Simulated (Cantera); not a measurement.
## Thermodynamics of abatement and gas-phase synthesis, feed HF + H₂O + N₂

Input: 1 mol HF, 7.2 mol H₂O, 0.23 mol N₂, held at 602 °C and 23.0 mbar.

These are equilibrium values from Cantera (NASA tables, ideal gas, pure condensed phases), not measurements of a reactor. Candidate condensed phases: H₂O; 40 gas species. Equilibrium is a limit: real reactors are often held back by kinetics, nucleation or transport.

```json
{
 "x(H₂O)": "0.854",
 "x(HF)": "0.119",
 "x(N₂)": "0.0273",
 "gas_amount": "8.430 mol"
}
```
